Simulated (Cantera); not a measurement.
A closed system holds: 1 mol BN, 0.36 mol H2O, 0.35 mol H2, equilibrated at 1623 K and 1.60 mbar.

Equilibrium computed with Cantera from the NASA thermochemical tables; the gas is ideal and each condensed phase is pure. Rates play no part.

```json
[
 {"species": "H2", "before": "0.683", "after": "0.568"},
 {"species": "N2", "before": "0.138", "after": "0.160"},
 {"species": "HBO", "before": "0.0575", "after": "0.114"},
 {"species": "B2O3", "before": "0.0719", "after": "0.00227"},
 {"species": "BO", "before": "0.00265", "after": "0.0660"},
 {"species": "HBO2", "before": "0.0187", "after": "0.000547"},
 {"species": "H", "before": "0.00143", "after": "0.0216"},
 {"species": "B2O2", "before": "0.0265", "after": "0.0672"},
 {"species": "B", "before": "<1e-9", "after": "1.64e-5"},
 {"species": "B2O", "before": "2.64e-7", "after": "0.000394"},
 {"species": "BH2", "before": "4.95e-7", "after": "9.15e-5"},
 {"species": "H2O", "before": "0.000246", "after": "1.27e-5"},
 {"species": "BN(s), mol", "before": "0.729", "after": "0.643"}
]
```
Gas species are given as mole fractions.

Q: What was changed between the two runs?
(A) H2 from 0.35 to 11 mol
(B) temperature from 1623 K to 1950 K
(C) H2 from 0.35 to 69 mol
(D) pressure from 1.60 mbar to 0.133 bar

A: B, temperature from 1623 K to 1950 K. The tables' values for BH2 are old estimates; treat these amounts as uncertain
